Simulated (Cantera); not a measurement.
An isothermal, constant-pressure homogeneous reactor starts with NO : N2 = 1 : 0.62 (molar parts), at 1750 K and 1.00 atm. Integrator tolerance rtol = 1e-08.

Model: GRI-Mech 3.0 (53 species, 325 reactions), integrated in Cantera.

Q: What does this change do: temperature 1750 to 1475 K?

A: 
| quantity | before | after |
|---|---|---|
| x(NO) at 8.00 s | 0.226 (gas-phase equilibrium 0.00396) | 0.578 (gas-phase equilibrium 0.00123) |
| x(N2O) at 8.00 s | 1.99e-5 (gas-phase equilibrium 2.16e-7) | 0.000110 (gas-phase equilibrium 7.17e-8) |
| x(N2) at 8.00 s | 0.578 (gas-phase equilibrium 0.689) | 0.402 (gas-phase equilibrium 0.691) |
| x(O2) at 8.00 s | 0.195 (gas-phase equilibrium 0.307) | 0.0186 (gas-phase equilibrium 0.308) |
| x(NO2) at 8.00 s | 0.000613 (gas-phase equilibrium 1.34e-5) | 0.00106 (gas-phase equilibrium 8.66e-6) |
| x(O) at 8.00 s | 3.33e-5 (gas-phase equilibrium 4.14e-5) | 4.30e-7 (gas-phase equilibrium 1.59e-6) |

Q: What does this change do: N2 0.62 to 2.6 parts?

A: 
```tsv
quantity	before	after
x(NO) at 8.00 s	0.226 (gas-phase equilibrium 0.00396)	0.157 (gas-phase equilibrium 0.00296)
x(N2O) at 8.00 s	1.99e-5 (gas-phase equilibrium 2.16e-7)	9.90e-6 (gas-phase equilibrium 1.80e-7)
x(N2) at 8.00 s	0.578 (gas-phase equilibrium 0.689)	0.783 (gas-phase equilibrium 0.860)
x(O2) at 8.00 s	0.195 (gas-phase equilibrium 0.307)	0.0603 (gas-phase equilibrium 0.137)
x(NO2) at 8.00 s	0.000613 (gas-phase equilibrium 1.34e-5)	0.000238 (gas-phase equilibrium 6.72e-6)
x(O) at 8.00 s	3.33e-5 (gas-phase equilibrium 4.14e-5)	1.87e-5 (gas-phase equilibrium 2.77e-5)
```
